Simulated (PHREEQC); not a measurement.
Synthetic water in mg/L, 25 °C, pH 6.48, pe 12.1:

```json
[
 {"constituent": "Na", "mg/L": "5.32"},
 {"constituent": "K", "mg/L": "0.825"},
 {"constituent": "Ca", "mg/L": "10.7"},
 {"constituent": "Mg", "mg/L": "1.52"},
 {"constituent": "Cl", "mg/L": "9.23"},
 {"constituent": "S(6) as SO4", "mg/L": "1.13"},
 {"constituent": "Alkalinity as HCO3", "mg/L": "39.6"},
 {"constituent": "Zn", "mg/L": "0.0142"},
 {"constituent": "Br", "mg/L": "0.154"}
]
```

Valence states are taken as typed.

Equilibrium calculation in PHREEQC: ion-association model, phreeqc.dat.

| Property | Result |
|---|---|
| ionic strength | 0.00126 mol/kgw |
| charge-balance error | -1.2 % |

```csv
species,molality,activity,log γ
HCO3-,0.000647,0.000622,-0.017
CO2,0.000463,0.000463,0.000
Ca+2,0.000265,0.000226,-0.068
Cl-,0.000260,0.000250,-0.017
Na+,0.000231,0.000222,-0.017
Mg+2,6.20e-5,5.30e-5,-0.068
```

No solid was allowed to form. Complexes and solids missing from the database can't appear.
